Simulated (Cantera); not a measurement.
Feed: 1 mol PbO, 0.54 mol CH4, 0.038 mol CO, at 1148 K and 1000 Pa.

Cantera equilibrium calculation (NASA polynomials, part measured and part estimated; ideal gas, pure solids and liquids). Candidate condensed phases: C, C6H6, C7H8, C8H18, H2O, Pb, PbO, PbO2, Pb3O4; 113 gas species. Equilibrium is a limit: real reactors are often held back by kinetics, nucleation or transport.

Base state: H2 0.450, CO 0.252, H2O 0.183, CO2 0.0867, Pb 0.0280 (mole fractions); condensed: Pb(l).

Question: What changes in the equilibrium state with this change: CH4 from 0.54 to 6 mol?

Answer: 
```tsv
species	before	after
H2	0.450	0.894
CO	0.252	0.0774
Pb	0.0280	0.0280
H2O	0.183	3.33e-5
CO2	0.0867	2.43e-6
CH4	1.44e-8	0.000190
Pb(l), mol	0.952	0.624
C(graphite), mol	0	5.00
```

Question: What changes in the equilibrium state with this change: PbO replaced by CuO?

Answer: 
```csv
species,before,after
H2,0.450,0.463
CO,0.252,0.259
H2O,0.183,0.188
Pb,0.0280,0
CO2,0.0867,0.0892
"Pb(l), mol",0.952,0
"Cu(s), mol",0,1.00
```
Further candidate phases: Cu, CuO, Cu(OH)2, Cu2O.
